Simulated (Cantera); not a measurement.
What does this Cantera script print?

```python
import numpy as np
import cantera as ct

gas_names = """
    B BH BH2 BH3 BO BO2 B2 B2O B2O2 B2O3 B3O3H3 H HBO HBO2 HO2 H2 H2O H2O2 H3B3O6 O OH O2 O3
""".split()
cond_names = """
    B(b) B(L) B2O3(L) B3O3H3(cr) H2O(s) H2O(L)
""".split()


# ... load() reads the species with a 1 bar reference pressure and builds the phases ...
atoms = {
    'B2O3': {'B': 2, 'O': 3},
    'H2': {'H': 2},
}
top_T = {}  # K; cautious upper limits of use, not melting points


# ... equilibrate(T, P, feed) seeds the gas with the atoms and calls Mixture.equilibrate('TP', solver="vcs", rtol=1e-11, max_steps=5000) ...
results = []
feed = {'B2O3': 1, 'H2': 13}  # mol
P = 10000  # Pa
for T in [1248, 1348, 1448, 1548, 1648, 1748, 1848, 1948, 2048, 2148, 2248, 2348, 2448]:
    mix = equilibrate(T, P, feed)
    results.append((T, P, feed, dict(zip(mix.species_names, mix.species_moles))))

top = {s: max(r[3][s] / sum(r[3][g] for g in gas_names) for r in results) for s in gas_names}
cols = sorted((s for s in top if top[s] > 0.001), key=lambda s: -top[s])[:6]
seen = [c for c in cond_names if any(r[3].get(c, 0) > 1e-12 for r in results)]
print("log10 of partial pressures in bar; condensed amounts in mol")
print(f"{'T/K':>10s}" + "".join(f"{s[:9]:>10s}" for s in cols + seen))
for T, P, feed, n in results:
    ng = sum(n[g] for g in gas_names)
    print(f"{T:10.4g}" + "".join(f"{np.log10(max(n[s] / ng * P / 1e5, 1e-99)):10.3f}" for s in cols)
          + "".join(f"{n.get(c, 0):10.4g}" for c in seen))
```

Result:

```
log10 of partial pressures in bar; condensed amounts in mol
       T/K        H2         H       HBO      HBO2      B2O3        BO   B2O3(L)
      1248    -1.000    -6.831    -5.154    -5.517    -7.382    -9.385    0.9991
      1348    -1.000    -6.136    -4.488    -4.773    -6.175    -8.103    0.9964
      1448    -1.001    -5.536    -3.929    -4.126    -5.143    -7.014    0.9861
      1548    -1.003    -5.013    -3.447    -3.568    -4.251    -6.070    0.9502
      1648    -1.010    -4.555    -3.028    -3.084    -3.473    -5.244    0.8328
      1748    -1.029    -4.156    -2.670    -2.660    -2.789    -4.521    0.4567
      1848    -1.051    -3.801    -2.491    -2.452    -2.482    -4.013         0
      1948    -1.053    -3.474    -2.455    -2.435    -2.519    -3.692         0
      2048    -1.057    -3.178    -2.428    -2.424    -2.560    -3.407         0
      2148    -1.062    -2.911    -2.410    -2.418    -2.605    -3.156         0
      2248    -1.069    -2.668    -2.404    -2.418    -2.659    -2.936         0
      2348    -1.078    -2.448    -2.410    -2.425    -2.723    -2.745         0
      2448    -1.092    -2.247    -2.431    -2.441    -2.803    -2.584         0
```

Equilibrium computed with Cantera from the NASA thermochemical tables; the gas is ideal and each condensed phase is pure. Gases not in the tables: H3BO3.
